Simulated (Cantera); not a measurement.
An adiabatic, constant-volume homogeneous reactor starts with CH4 : O2 : N2 : H2O = 1 : 2.47 : 9.28 : 0.53 (molar parts), equivalence ratio 0.81, at 975 K and 0.987 atm. Integrator tolerance rtol = 1e-08.

Cantera simulation using GRI-Mech 3.0 (53 species, 325 reactions); the numbers are that mechanism's predictions, not measurements. Below about 1000 K GRI-Mech 3.0 lacks low-temperature oxidation paths.

### Question
What does this change do: CH4 1 to 1.3 parts?

### Answer
```tsv
quantity	before	after
time of steepest temperature rise	1.55 s	1.78 s
temperature at 7.00 s	2603 K	2726 K
equilibrium temperature	2603 K	2726 K
x(CH4) at 7.00 s	<1e-12 (gas-phase equilibrium <1e-12)	<1e-12 (gas-phase equilibrium <1e-12)
x(O2) at 7.00 s	0.0346 (gas-phase equilibrium 0.0346)	0.0107 (gas-phase equilibrium 0.0107)
x(H2O) at 7.00 s	0.175 (gas-phase equilibrium 0.175)	0.195 (gas-phase equilibrium 0.195)
x(CH3) at 7.00 s	<1e-12 (gas-phase equilibrium <1e-12)	<1e-12 (gas-phase equilibrium <1e-12)
x(HO2) at 7.00 s	8.10e-6 (gas-phase equilibrium 8.10e-6)	4.78e-6 (gas-phase equilibrium 4.78e-6)
x(H2O2) at 7.00 s	4.66e-7 (gas-phase equilibrium 4.66e-7)	3.77e-7 (gas-phase equilibrium 3.77e-7)
```

### Question
What does this change do: pressure from 0.987 atm to 1.68 atm?

### Answer
```tsv
quantity	before	after
time of steepest temperature rise	1.55 s	0.850 s
temperature at 7.00 s	2603 K	2628 K
equilibrium temperature	2603 K	2628 K
x(CH4) at 7.00 s	<1e-12 (gas-phase equilibrium <1e-12)	<1e-12 (gas-phase equilibrium <1e-12)
x(O2) at 7.00 s	0.0346 (gas-phase equilibrium 0.0346)	0.0338 (gas-phase equilibrium 0.0338)
x(H2O) at 7.00 s	0.175 (gas-phase equilibrium 0.175)	0.176 (gas-phase equilibrium 0.176)
x(CH3) at 7.00 s	<1e-12 (gas-phase equilibrium <1e-12)	<1e-12 (gas-phase equilibrium <1e-12)
x(HO2) at 7.00 s	8.10e-6 (gas-phase equilibrium 8.10e-6)	9.72e-6 (gas-phase equilibrium 9.72e-6)
x(H2O2) at 7.00 s	4.66e-7 (gas-phase equilibrium 4.66e-7)	6.40e-7 (gas-phase equilibrium 6.40e-7)
```
